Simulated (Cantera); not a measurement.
Input: 1 mol Si, 0.0056 mol H₂O, 720 mol H₂, at 29.0 Pa.

Equilibrium computed with Cantera from the NASA thermochemical tables; the gas is ideal and each condensed phase is pure. Candidate condensed phases: H₂O, Si, SiO₂; 18 gas species. Kinetics and transport are ignored.

**Question.** Which condensed phases are stable at each of these points (T (K)): 1623, 1723, 1823, 1923, 2023, 2123, 2223?

**Answer.** 
| T (K) | condensed phases | Si condensed (%) |
|---|---|---|
| 1623 | Si(s) | 58.4 |
| 1723 | gas only | 0.0 |
| 1823 | gas only | 0.0 |
| 1923 | gas only | 0.0 |
| 2023 | gas only | 0.0 |
| 2123 | gas only | 0.0 |
| 2223 | gas only | 0.0 |

At 1623 K the condensed part is Si(s). From 1723 K to 2223 K nothing is condensed.
